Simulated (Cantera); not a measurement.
Cantera run:

```python
import numpy as np
import cantera as ct

gas_names = """
    B BH BH2 BH3 BN B2 H H2 N NH NH2 NH3 N2 N2H2 N2H4
""".split()
cond_names = """
    B(b) B(L) BN(s)
""".split()


# ... load() reads the species with a 1 bar reference pressure and builds the phases ...
atoms = {
    'borazine': {'B': 3, 'N': 3, 'H': 6},
    'NH3': {'N': 1, 'H': 3},
    'N2': {'N': 2},
}
top_T = {'BN(s)': 3200}  # K; cautious upper limits of use, not melting points


# ... equilibrate(T, P, feed) seeds the gas with the atoms and calls Mixture.equilibrate('TP', solver="vcs", rtol=1e-11, max_steps=5000) ...
results = []
feed = {'borazine': 1, 'NH3': 4.4, 'N2': 3.7}  # mol
P = 20  # Pa
for T in [1373, 1523, 1673, 1823, 1973, 2123, 2273]:
    mix = equilibrate(T, P, feed)
    results.append((T, P, feed, dict(zip(mix.species_names, mix.species_moles))))

top = {s: max(r[3][s] / sum(r[3][g] for g in gas_names) for r in results) for s in gas_names}
cols = sorted((s for s in top if top[s] > 1e-05), key=lambda s: -top[s])[:7]
seen = [c for c in cond_names if any(r[3].get(c, 0) > 1e-12 for r in results)]
print("log10 of partial pressures in bar; condensed amounts in mol")
print(f"{'T/K':>10s}" + "".join(f"{s[:9]:>10s}" for s in cols + seen))
for T, P, feed, n in results:
    ng = sum(n[g] for g in gas_names)
    print(f"{T:10.4g}" + "".join(f"{np.log10(max(n[s] / ng * P / 1e5, 1e-99)):10.3f}" for s in cols)
          + "".join(f"{n.get(c, 0):10.4g}" for c in seen))
```

Result:

```
log10 of partial pressures in bar; condensed amounts in mol
       T/K        H2        N2         H         B       BH2        BH        BN      B(b)     BN(s)
      1373    -3.907    -4.118    -7.431   -16.388   -12.414   -16.528   -17.374         0         3
      1523    -3.908    -4.119    -6.590   -13.361   -10.752   -13.958   -14.672         0         3
      1673    -3.911    -4.120    -5.899   -10.882    -9.394   -11.854   -12.459         0         3
      1823    -3.921    -4.124    -5.324    -8.814    -8.269   -10.104   -10.615         0     2.999
      1973    -3.968    -4.107    -4.854    -7.073    -7.366    -8.653    -9.055     1.285     1.704
      2123    -4.064    -4.100    -4.477    -6.038    -7.105    -7.896    -8.180     2.906         0
      2273    -4.233    -4.155    -4.192    -5.143    -6.966    -7.283    -7.454     2.217         0
```

Equilibrium computed with Cantera from the NASA thermochemical tables; the gas is ideal and each condensed phase is pure. The feed counts by its element totals alone. Mutual solubility and eutectic melting of coexisting phases are not modelled. The tables' values for BH2 are old estimates; treat these amounts as uncertain.
